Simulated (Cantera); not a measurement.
Input: 1 mol H₂S, 0.0056 mol SO₂, held at 277 °C and 660 Torr.

Cantera equilibrium calculation (NASA polynomials, part measured and part estimated; ideal gas, pure solids and liquids). Candidate condensed phases: H₂O, H₂SO₄, S; 19 gas species. Gases not in the tables: S₃ to S₇. The numbers say what is thermodynamically allowed, not how fast it happens.

Base state: H₂S 0.987, H₂O 0.0112, S₈ 0.00210, H₂ 0.000159, S₂ 6.43e-5 (mole fractions); condensed: gas only.

### Question
What changes in the equilibrium state with this change: SO₂ from 0.0056 to 0.066 mol?

### Answer
```json
[
 {"species": "H₂S", "before": "0.987", "after": "0.847"},
 {"species": "H₂O", "before": "0.0112", "after": "0.129"},
 {"species": "S₈", "before": "0.00210", "after": "0.0239"},
 {"species": "S₂", "before": "6.43e-5", "after": "0.000118"},
 {"species": "H₂", "before": "0.000159", "after": "0.000101"},
 {"species": "S(l), mol", "before": "0", "after": "0.00165"}
]
```

### Question
What changes in the equilibrium state with this change: temperature from 277 °C to 677 °C?

### Answer
```csv
species,before,after
H₂S,0.987,0.939
H₂,0.000159,0.0280
S₂,6.43e-5,0.0222
H₂O,0.0112,0.0109
S₈,0.00210,3.00e-9
SH,<1e-9,1.27e-5
```

### Question
What changes in the equilibrium state with this change: temperature from 277 °C to 2700 °C?

### Answer
| species | before | after |
|---|---|---|
| H₂ | 0.000159 | 0.477 |
| S₂ | 6.43e-5 | 0.190 |
| S | <1e-9 | 0.109 |
| H₂S | 0.987 | 0.0195 |
| H | <1e-9 | 0.107 |
| SH | <1e-9 | 0.0912 |
| H₂O | 0.0112 | 0.00354 |
| SO | <1e-9 | 0.00280 |
| S₈ | 0.00210 | <1e-9 |
